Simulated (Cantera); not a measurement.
What does this Cantera script print?

```python
import numpy as np
import cantera as ct

gas_names = """
    AL ALCL ALCL2 ALCL3 ALH AL2 AL2CL6 CL CL2 H HCL H2
""".split()
cond_names = """
    AL(cr) AL(L) ALCL3(s) ALCL3(L)
""".split()


def load(file, names, dense=False):
    # The tables refer to 1 bar. Condensed volumes are neglected.
    table = {s.name: s for s in ct.Species.list_from_file(file)}
    out = []
    for n in names:
        d = dict(table[n].input_data)
        d["thermo"] = dict(d["thermo"], **{"reference-pressure": 1e5})
        if dense:
            d["equation-of-state"] = {"model": "constant-volume", "density": "1e6 g/cm^3"}
        out.append(ct.Species.from_dict(d))
    return out


gas = ct.Solution(thermo="ideal-gas", species=load("nasa_gas.yaml", gas_names))
cond = {s.name: ct.Solution(thermo="fixed-stoichiometry", species=[s], name=s.name)
        for s in load("nasa_condensed.yaml", cond_names, dense=True)}
atoms = {
    'Al': {'AL': 1},
    'HCl': {'H': 1, 'CL': 1},
}
top_T = {}  # K; cautious upper limits of use, not melting points


def equilibrate(T, P, feed):
    n = {}
    for name, mol in feed.items():
        for a, k in atoms[name].items():
            n[a] = n.get(a, 0.0) + k * mol
    gas.TPX = T, P, n
    mass = sum(n.values()) * gas.mean_molecular_weight
    gas.equilibrate("TP")
    valid = [c for c in cond.values() if c.min_temp <= T <= top_T.get(c.name, c.max_temp)]
    mix = ct.Mixture([(gas, mass / gas.mean_molecular_weight)] + [(c, 0.0) for c in valid])
    mix.T, mix.P = T, P
    mix.equilibrate("TP", solver="vcs", rtol=1e-11, max_steps=5000)
    return mix


results = []
feed = {'Al': 1, 'HCl': 10}  # mol
T = 600  # K
P = 27000  # Pa
mix = equilibrate(T, P, feed)
results.append((T, P, feed, dict(zip(mix.species_names, mix.species_moles))))
print(gas.report(threshold=1e-06))
for i in range(1, mix.n_phases):
    print(f"{mix.phase(i).name:16s} {mix.phase_moles(i):12.5e} mol")
```

It prints:

```
       temperature   600 K
          pressure   27000 Pa
           density   0.23411 kg/m^3
  mean mol. weight   43.256 kg/kmol
   phase of matter   gas

                          1 kg             1 kmol
                     ---------------   ---------------
          enthalpy       -3.0315e+06       -1.3113e+08  J
   internal energy       -3.1468e+06       -1.3612e+08  J
           entropy            5447.7        2.3565e+05  J/K
    Gibbs function       -6.3001e+06       -2.7252e+08  J
 heat capacity c_p             863.2             37339  J/K
 heat capacity c_v            670.99             29024  J/K

                      mass frac. Y      mole frac. X     chem. pot. / RT
                     ---------------   ---------------   ---------------
             ALCL3          0.035514          0.011522           -162.56
            AL2CL6             0.305          0.049475           -325.12
               HCL           0.65176            0.7733           -43.238
                H2         0.0077229           0.16571           -19.512
     [   +8 minor]        1.0934e-15        6.6245e-16

AL(cr)            0.00000e+00 mol
ALCL3(L)          0.00000e+00 mol
```

Cantera equilibrium calculation (NASA polynomials, part measured and part estimated; ideal gas, pure solids and liquids).
